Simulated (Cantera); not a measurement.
A closed system holds: 1 mol CH4, 0.049 mol NH3, 8.1 mol H2, held at 2300000 Pa.

Equilibrium computed with Cantera from the NASA thermochemical tables; the gas is ideal and each condensed phase is pure. Candidate condensed phases: C, C6H6, C7H8, C8H18; 110 gas species. Ions and electrons are included (thermal ionisation). The numbers say what is thermodynamically allowed, not how fast it happens.

### Question
Which condensed phases are stable at each of these points (T (K)): 2500, 2750, 3000, 3250, 3500, 3750, 4000, 4250, 4500, 4750, 5000?

### Answer
```json
[
 {"T (K)": "2500", "condensed phases": "C(graphite)", "C condensed (%)": "71.5"},
 {"T (K)": "2750", "condensed phases": "C(graphite)", "C condensed (%)": "36.6"},
 {"T (K)": "3000", "condensed phases": "gas only", "C condensed (%)": "0.0"},
 {"T (K)": "3250", "condensed phases": "gas only", "C condensed (%)": "0.0"},
 {"T (K)": "3500", "condensed phases": "gas only", "C condensed (%)": "0.0"},
 {"T (K)": "3750", "condensed phases": "gas only", "C condensed (%)": "0.0"},
 {"T (K)": "4000", "condensed phases": "gas only", "C condensed (%)": "0.0"},
 {"T (K)": "4250", "condensed phases": "gas only", "C condensed (%)": "0.0"},
 {"T (K)": "4500", "condensed phases": "gas only", "C condensed (%)": "0.0"},
 {"T (K)": "4750", "condensed phases": "gas only", "C condensed (%)": "0.0"},
 {"T (K)": "5000", "condensed phases": "gas only", "C condensed (%)": "0.0"}
]
```

From 2500 K to 2750 K the condensed part is C(graphite). From 3000 K to 5000 K nothing is condensed.
